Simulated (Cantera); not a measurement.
A closed system holds: 1 mol HMDSO, 40 mol N₂O, 9.1 mol H₂, held at 523.15 K and 0.133 bar.

Cantera equilibrium calculation (NASA polynomials, part measured and part estimated; ideal gas, pure solids and liquids). Candidate condensed phases: C, C₆H₆, C₇H₈, C₈H₁₈, H₂O, Si, SiC, SiO₂, Si₂N₂O, Si₃N₄; 151 gas species. The feed counts by its element totals alone. Kinetics and transport are ignored.

Base state: N₂ 0.592, H₂O 0.268, CO₂ 0.0888, O₂ 0.0511 (mole fractions); condensed: SiO₂(α-quartz).

### Question
What changes in the equilibrium state with this change: H₂ from 9.1 to 1.1 mol?

### Answer
```tsv
species	before	after
N₂	0.592	0.629
H₂O	0.268	0.159
O₂	0.0511	0.117
CO₂	0.0888	0.0944
SiO₂(α-quartz), mol	2.00	2.00
```

### Question
What changes in the equilibrium state with this change: temperature from 523.15 K to 1948.15 K?

### Answer
```json
[
 {"species": "N₂", "before": "0.592", "after": "0.590"},
 {"species": "H₂O", "before": "0.268", "after": "0.265"},
 {"species": "CO₂", "before": "0.0888", "after": "0.0878"},
 {"species": "OH", "before": "<1e-9", "after": "0.00296"},
 {"species": "NO", "before": "<1e-9", "after": "0.00278"},
 {"species": "O₂", "before": "0.0511", "after": "0.0495"},
 {"species": "CO", "before": "<1e-9", "after": "0.000915"},
 {"species": "H₂", "before": "<1e-9", "after": "0.000630"},
 {"species": "O", "before": "<1e-9", "after": "0.000271"},
 {"species": "H", "before": "<1e-9", "after": "7.78e-5"},
 {"species": "SiO₂(α-quartz), mol", "before": "2.00", "after": "0"},
 {"species": "SiO₂(condensed), mol", "before": "0", "after": "2.00"}
]
```
The tables hold silica as quartz up to 1696 K and as liquid above; real silica turns to tridymite and cristobalite and melts near 1996 K. Gases not in the tables: Si(OH)₄.

### Question
What changes in the equilibrium state with this change: HMDSO replaced by Si₂H₆?

### Answer
```
species              before  after
-------------------  ------  -----
N₂                    0.592  0.625
H₂O                   0.268  0.189
O₂                   0.0511  0.187
CO₂                  0.0888      0
SiO₂(α-quartz), mol    2.00   2.00
```
